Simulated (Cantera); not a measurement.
Cantera run:

```python
import numpy as np
import cantera as ct

gas_names = """
    NO O NF3
""".split()
cond_names = """
    MgF2(s) MgF2(L) MgO(s) MgO(L)
""".split()


def load(file, names, dense=False):
    # The tables refer to 1 bar. Condensed volumes are neglected.
    table = {s.name: s for s in ct.Species.list_from_file(file)}
    out = []
    for n in names:
        d = dict(table[n].input_data)
        d["thermo"] = dict(d["thermo"], **{"reference-pressure": 1e5})
        if dense:
            d["equation-of-state"] = {"model": "constant-volume", "density": "1e6 g/cm^3"}
        out.append(ct.Species.from_dict(d))
    return out


species = {s.name: s for s in load("nasa_gas.yaml", gas_names) + load("nasa_condensed.yaml", cond_names)}
# Each term lists the table entries of one substance; the one whose range holds T is used.
reactions = {
    '2 NO(g) + 3 MgF2 + O(g) = 2 NF3(g) + 3 MgO':
        [(-2, ['NO']), (-3, ['MgF2(s)', 'MgF2(L)']), (-1, ['O']), (2, ['NF3']), (3, ['MgO(s)', 'MgO(L)'])],
}


def pick(names, T):
    return next(species[n] for n in names if species[n].thermo.min_temp <= T <= species[n].thermo.max_temp)


results = []
for label, terms in reactions.items():
    print(label)
    print("     T/K   dH/kJ  dS/(J/K)   dG/kJ   log10 K")
    for T in [2475, 2525, 2575, 2625, 2675, 2725]:
        used = [(nu, pick(names, T)) for nu, names in terms]
        dH = sum(nu * s.thermo.h(T) for nu, s in used) / 1e6
        dS = sum(nu * s.thermo.s(T) for nu, s in used) / 1e3
        dG = dH - T * dS / 1e3
        logK = -dG * 1e6 / (ct.gas_constant * T * np.log(10))
        results.append((label, T, dH, dS, dG, logK, [s.name for _, s in used]))
        print(f"{T:8g} {dH:8.1f} {dS:8.1f} {dG:8.1f} {logK:8.2f}")
```

It prints:

```
2 NO(g) + 3 MgF2 + O(g) = 2 NF3(g) + 3 MgO
     T/K   dH/kJ  dS/(J/K)   dG/kJ   log10 K
    2475    635.2   -325.4   1440.5   -30.40
    2525    633.6   -326.0   1456.8   -30.14
    2575    632.0   -326.6   1473.1   -29.88
    2625    630.5   -327.2   1489.4   -29.64
    2675    628.9   -327.8   1505.8   -29.40
    2725    627.4   -328.4   1522.2   -29.18
```

Standard-state values (1 bar) from the NASA 1993 polynomials, evaluated with Cantera. Condensed species are held in their standard states even where they would react or evaporate.
